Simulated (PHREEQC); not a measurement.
Dissolve 0.0025 mol CaCl2, 0.0019 mol K2SO4 and 1.1e-06 mol MgCl2 per kg of water at 70 °C. Closed to the air; pH follows from the charge balance.

Model: ion-association model, phreeqc.dat, run in PHREEQC.

This is a speciation only: nothing precipitates in the calculation.

What ionic strength, specific conductance does the model give?

ionic strength 0.0119 mol/kgw; specific conductance 2290 µS/cm.

In which forms is K present?

K+ 99 %, KSO4- 1.3 % of the K.

Species that the database lacks are ignored. Away from 25 °C the constants follow the database's enthalpies or fits; those with neither stay at their 25 °C values.
